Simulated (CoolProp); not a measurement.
R1336mzz(E) along the isotherm 408.6 K: density (kg/m³) from the reference equation and from simpler models built on Tc = 403.5 K, pc = 2.779 MPa, ω = 0.413; each cubic takes its own stable root.

Computed with CoolProp (reference Helmholtz-energy equation of state, Akasaka 2023).

```json
[
 {"p (MPa)": "0.518", "phase": "gas", "reference": "26.80"},
 {"p (MPa)": "1.04", "phase": "gas", "reference": "58.40"},
 {"p (MPa)": "1.55", "phase": "gas", "reference": "95.99"},
 {"p (MPa)": "2.07", "phase": "gas", "reference": "146.2"},
 {"p (MPa)": "2.59", "phase": "gas", "reference": "224.9"},
 {"p (MPa)": "3.11", "phase": "supercritical", "reference": "574.3"},
 {"p (MPa)": "3.63", "phase": "supercritical", "reference": "776.3"},
 {"p (MPa)": "4.15", "phase": "supercritical", "reference": "832.0"},
 {"p (MPa)": "4.66", "phase": "supercritical", "reference": "866.7"},
 {"p (MPa)": "5.18", "phase": "supercritical", "reference": "893.1"},
 {"p (MPa)": "5.7", "phase": "supercritical", "reference": "914.4"}
]
```

**Question.** How far does each simpler model (ideal gas, van der Waals, Soave-Redlich-Kwong) lie from the reference over these 11 states: mean and median of the absolute difference, and the worst?

**Answer.** 
- ideal gas: mean 51.1 %, median 69.9 %, worst -77.4 % at 408.6 K and 3.63 MPa
- van der Waals: mean 17.8 %, median 18.6 %, worst -31.7 % at 408.6 K and 4.15 MPa
- Soave-Redlich-Kwong: mean 11.4 %, median 17.6 %, worst -22.2 % at 408.6 K and 3.63 MPa
